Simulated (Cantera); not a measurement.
Feed: 1 mol MgO, 0.089 mol H2S, 0.45 mol H2O, held at 0.133 bar.

These are equilibrium values from Cantera (NASA tables, ideal gas, pure condensed phases), not measurements of a reactor. Candidate condensed phases: H2O, H2SO4, Mg, MgO, Mg(OH)2, MgS, MgSO4, S; 26 gas species. Gases not in the tables: S3 to S7. Equilibrium is a limit: real reactors are often held back by kinetics, nucleation or transport. All values below are at 875 °C.

Base state: H2O 0.801, H2S 0.111, H2 0.0605, S2 0.0222, SO2 0.00522, S2O 0.000138, SH 9.54e-5, SO 2.00e-5 (mole fractions); condensed: MgO(s).

Problem. What changes in the equilibrium state with this change: MgO replaced by Fe2O3?

Solution. 
```json
[
 {"species": "H2O", "before": "0.801", "after": "0.858"},
 {"species": "SO2", "before": "0.00522", "after": "0.142"},
 {"species": "H2", "before": "0.0605", "after": "1.55e-5"},
 {"species": "H2S", "before": "0.111", "after": "<1e-9"},
 {"species": "S2", "before": "0.0222", "after": "<1e-9"},
 {"species": "S2O", "before": "0.000138", "after": "<1e-9"},
 {"species": "SH", "before": "9.54e-5", "after": "<1e-9"},
 {"species": "SO3", "before": "<1e-9", "after": "1.29e-5"},
 {"species": "MgO(s), mol", "before": "1.00", "after": "0"},
 {"species": "Fe2O3(s), mol", "before": "0", "after": "0.199"},
 {"species": "Fe3O4(s), mol", "before": "0", "after": "0.534"}
]
```
Mutual solubility and eutectic melting of coexisting phases are not modelled. Further candidate phases: Fe, FeO, Fe(OH)2, Fe(OH)3, FeS, FeSO4, FeS2, Fe2O3, Fe2(SO4)3, Fe3O4.
